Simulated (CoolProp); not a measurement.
Vapour-liquid equilibrium of dimethyl ether (1) + R227EA (2) at 222.2 K; x and y are mole fractions of (1).

Computed with CoolProp (multi-fluid Helmholtz-energy mixture model, Wu 2011 and Lemmon 2016; pair parameters Bell 2016).

Give the bubble pressure and the first vapour's composition at x = 0.35, 0.65, 0.875. Is there an azeotrope?

x = 0.35: 0.01356 MPa, y = 0.393; x = 0.65: 0.01900 MPa, y = 0.852; x = 0.875: 0.02480 MPa, y = 0.969. y crosses x between x = 0.275 and 0.35: the model has an azeotrope there.

The pair parameters rest on a limited set of measurements; away from them the model extrapolates.
